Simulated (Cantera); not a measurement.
A freely propagating, adiabatic, planar premixed flame of CH4 : H2 : O2 : N2 = 1 : 0.45 : 2.47 : 9.3 (molar parts), equivalence ratio 0.90, unburnt at 425 K and 1.00 bar; mixture-averaged transport, grid criteria slope 0.08 and curve 0.16, no radiation.

Cantera simulation using GRI-Mech 3.0 (53 species, 325 reactions); the numbers are that mechanism's predictions, not measurements. Burning velocities carry a grid error of a few per cent, more on coarse grids.

Predict: laminar burning velocity; thermal thickness; peak x(HCN); peak x(OH); peak x(C2H4).


```
Quantity                      Value
------------------------  ---------
laminar burning velocity  79.1 cm/s
thermal thickness          0.362 mm
peak x(HCN)                 1.39e-6
peak x(OH)                  0.00908
peak x(C2H4)               0.000220
```
